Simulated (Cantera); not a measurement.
A closed system holds: 1 mol CS₂, 0.87 mol H₂O, held at 1152 °C and 1 atm.

Cantera equilibrium calculation (NASA polynomials, part measured and part estimated; ideal gas, pure solids and liquids). Candidate condensed phases: C, C₆H₆, C₇H₈, C₈H₁₈, H₂O, H₂SO₄, S; 123 gas species. Kinetics and transport are ignored.

Base state: CO 0.329, H₂S 0.258, S₂ 0.216, H₂ 0.103, CS₂ 0.0594, COS 0.0269, CO₂ 0.00290, H₂O 0.00207 (mole fractions); condensed: gas only.

What changes in the equilibrium state with this change: temperature from 1152 °C to 2427 °C?


```
species   before     after
-------  -------  --------
CO         0.329     0.303
S₂         0.216     0.256
H₂         0.103     0.244
H₂S        0.258    0.0179
SH       0.00177    0.0562
H        2.18e-6    0.0279
S        7.52e-6    0.0480
CS       1.51e-5    0.0274
COS       0.0269  0.000907
CS₂       0.0594    0.0181
CO₂      0.00290   1.05e-5
H₂O      0.00207   5.70e-5
SO       1.64e-6   4.33e-5
```

What changes in the equilibrium state with this change: H₂O from 0.87 to 0.036 mol?


```tsv
species	before	after
CS₂	0.0594	0.787
S₂	0.216	0.145
CO	0.329	0.0319
H₂S	0.258	0.0227
COS	0.0269	0.00213
H₂	0.103	0.0111
CO₂	0.00290	1.37e-6
H₂O	0.00207	1.09e-6
CS	1.51e-5	0.000244
C(graphite), mol	0	0.131
```

What changes in the equilibrium state with this change: H₂O from 0.87 to 7.6 mol?


| species | before | after |
|---|---|---|
| H₂O | 0.00207 | 0.622 |
| H₂S | 0.258 | 0.113 |
| H₂ | 0.103 | 0.0977 |
| CO | 0.329 | 0.0286 |
| S₂ | 0.216 | 0.0464 |
| SO₂ | 2.20e-7 | 0.0103 |
| CS₂ | 0.0594 | 3.48e-6 |
| CO₂ | 0.00290 | 0.0799 |
| COS | 0.0269 | 0.00108 |
| CS | 1.51e-5 | 1.90e-9 |
| SO | 1.64e-6 | 0.000242 |
